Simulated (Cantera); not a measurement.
A closed system holds: 1 mol CH3F, 0.078 mol H2, equilibrated at 2252 °C and 1.33 mbar.

Method: chemical equilibrium by Gibbs-energy minimisation in Cantera with the NASA 1993 tables (ideal gas, pure condensed phases). Candidate condensed phases: C, C6H6, C7H8, C8H18; 95 gas species. Kinetics and transport are ignored.

### Question
What is the equilibrium state?

### Answer
| Item | Value |
|---|---|
| x(HF) | 0.390 |
| x(H) | 0.371 |
| x(H2) | 0.234 |
| x(C2H2 (acetylene)) | 0.00281 |
| x(F) | 0.00138 |
| x(C3) | 0.000548 |
| x(C2H) | 0.000337 |
| x(C) | 0.000175 |
| x(C2) | 5.07e-5 |
| n(C(graphite)) | 0.979 mol |
| gas amount | 2.557 mol |
